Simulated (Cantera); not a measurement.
A closed system holds: 1 mol CH2F2, 1.3 mol F2, at 2873.15 K and 1.00 Torr.

Cantera equilibrium calculation (NASA polynomials, part measured and part estimated; ideal gas, pure solids and liquids). Candidate condensed phases: C, C6H6, C7H8, C8H18; 95 gas species. Equilibrium is a limit: real reactors are often held back by kinetics, nucleation or transport.

Base state: F 0.499, HF 0.367, C3 0.0442, CF 0.0403, H 0.0297, C 0.00990, C2 0.00476, CF2 0.00354 (mole fractions); condensed: gas only.

### Question
What changes in the equilibrium state with this change: temperature from 2873.15 K to 2948.15 K?

### Answer
```csv
species,before,after
F,0.499,0.512
HF,0.367,0.336
H,0.0297,0.0498
C,0.00990,0.0156
CF,0.0403,0.0360
C3,0.0442,0.0416
CF2,0.00354,0.00186
H2,0.000106,0.000184
C5,0.000457,0.000299
C2,0.00476,0.00617
```

### Question
What changes in the equilibrium state with this change: F2 from 1.3 to 0.075 mol?

### Answer
```
species             before     after
----------------  --------  --------
HF                   0.367     0.594
F                    0.499     0.178
H                   0.0297     0.135
CF                  0.0403    0.0157
C3                  0.0442    0.0569
C                  0.00990    0.0108
C2H2 (acetylene)   3.81e-6   9.24e-5
H2                0.000106   0.00218
CF2                0.00354  0.000491
C2H               0.000151  0.000809
C(graphite), mol         0     0.415
```
